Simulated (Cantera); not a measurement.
A perfectly stirred reactor is fed with N₂O : O₂ = 1 : 0.26 (molar parts), at 0.850 bar; it is held at 1475 K, and followed from long to short residence time.

Detailed kinetics in Cantera: GRI-Mech 3.0 (53 species, 325 reactions). GRI-Mech 3.0 was tuned for natural gas; its chemistry of N2O as a main component is partial and can be far from experiment. The temperature is held fixed by assumption; the heat of reaction is taken as removed at once.

### Question
What does this change do: 0.052 parts H2O added?

### Answer
| quantity | before | after |
|---|---|---|
| x(N₂O) at τ = 21.0 s | 0.00145 | 0.00121 |
| x(O₂) at τ = 21.0 s | 0.420 | 0.410 |
| x(NO) at τ = 21.0 s | 0.0217 | 0.0176 |
| x(NO₂) at τ = 21.0 s | 0.000148 | 0.000123 |
| x(N₂) at τ = 21.0 s | 0.556 | 0.542 |
| x(N₂O) at τ = 91.0 ms | 0.172 | 0.148 |
| x(O₂) at τ = 91.0 ms | 0.341 | 0.342 |
| x(NO) at τ = 91.0 ms | 0.0832 | 0.0686 |
| x(NO₂) at τ = 91.0 ms | 0.000493 | 0.000618 |
| x(N₂) at τ = 91.0 ms | 0.404 | 0.410 |
